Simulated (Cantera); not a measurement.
A perfectly stirred reactor is fed with 59.5 % NO, 40.5 % N2, at 0.0454 atm; it is held at 2150 K, and followed from long to short residence time.

Detailed kinetics in Cantera: GRI-Mech 3.0 (53 species, 325 reactions). Radical loss at walls, strong at low pressure, is not modelled.

Problem. Predict: x(NO) at τ = 4.00 s; x(O) at τ = 4.00 s; x(NO2) at τ = 4.00 s; x(N2O) at τ = 4.00 s; x(N2) at τ = 4.00 s; x(NO) at τ = 0.120 s; x(O) at τ = 0.120 s; x(NO2) at τ = 0.120 s; x(N2O) at τ = 0.120 s; x(N2) at τ = 0.120 s.

Solution. 
| Quantity | Result |
|---|---|
| x(NO) at τ = 4.00 s | 0.125 |
| x(O) at τ = 4.00 s | 0.00444 |
| x(NO2) at τ = 4.00 s | 3.83e-5 |
| x(N2O) at τ = 4.00 s | 4.17e-6 |
| x(N2) at τ = 4.00 s | 0.638 |
| x(NO) at τ = 0.120 s | 0.555 |
| x(O) at τ = 0.120 s | 0.00167 |
| x(NO2) at τ = 0.120 s | 5.14e-5 |
| x(N2O) at τ = 0.120 s | 0.000114 |
| x(N2) at τ = 0.120 s | 0.424 |
